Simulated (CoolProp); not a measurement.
Properties of R113 along the isobar 3.15 bar (Tc = 214.1 °C, pc = 33.92 bar, ω = 0.253).

Values from CoolProp's reference Helmholtz-energy equation of state, Marx 1992.

```
T (°C)   phase  density (kg/m³)  cp (kJ/(kg K))  cv (kJ/(kg K))  isothermal compressibility (1/MPa)  expansivity (1/kK)
------  ------  ---------------  --------------  --------------  ----------------------------------  ------------------
20.85   liquid             1574          0.9136          0.6660                            0.001709               1.505
29.35   liquid             1553          0.9216          0.6734                            0.001871               1.544
37.95   liquid             1533          0.9301          0.6809                            0.002057               1.589
46.45   liquid             1512          0.9388          0.6882                            0.002268               1.639
54.95   liquid             1490          0.9479          0.6954                            0.002509               1.696
63.55   liquid             1468          0.9575          0.7026                            0.002792               1.762
72.05   liquid             1446          0.9676          0.7095                            0.003119               1.836
80.55   liquid             1423          0.9783          0.7164                            0.003505               1.922
89.05      gas            21.54          0.7536          0.6840                               3.531               3.821
97.65      gas            20.87          0.7542          0.6881                               3.492               3.606
106.15     gas            20.25          0.7563          0.6927                               3.460               3.428
114.65     gas            19.68          0.7593          0.6977                               3.434               3.275
123.25     gas            19.15          0.7628          0.7030                               3.411               3.140
131.75     gas            18.65          0.7668          0.7083                               3.391               3.022
140.25     gas            18.19          0.7709          0.7136                               3.373               2.916
148.75     gas            17.75          0.7752          0.7189                               3.358               2.819
```
